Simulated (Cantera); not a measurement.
A closed system holds: 1 mol SiCl4, 0.22 mol NH3, at 725 K and 10.0 Torr.

Cantera equilibrium calculation (NASA polynomials, part measured and part estimated; ideal gas, pure solids and liquids). Candidate condensed phases: NH4Cl, Si, Si3N4; 28 gas species. Equilibrium is a limit: real reactors are often held back by kinetics, nucleation or transport.

Base state: SiCl4 0.625, HCl 0.224, H2 0.113, N2 0.0376, SiHCl3 9.70e-5 (mole fractions); condensed: Si3N4(s).

Problem. What changes in the equilibrium state with this change: SiCl4 replaced by SiHCl3?

Solution. 
| species | before | after |
|---|---|---|
| H2 | 0.113 | 0.506 |
| SiCl4 | 0.625 | 0.444 |
| SiHCl3 | 9.70e-5 | 0.0482 |
| HCl | 0.224 | 0.00144 |
| N2 | 0.0376 | <1e-9 |
| SiH2Cl2 | 1.05e-9 | 0.000365 |
| SiCl3 | 3.26e-7 | 7.64e-5 |
| Si3N4(s), mol | 0.0274 | 0.0550 |
| Si(s), mol | 0 | 0.0664 |
The tables' values for SiCl3 are old estimates; treat these amounts as uncertain.
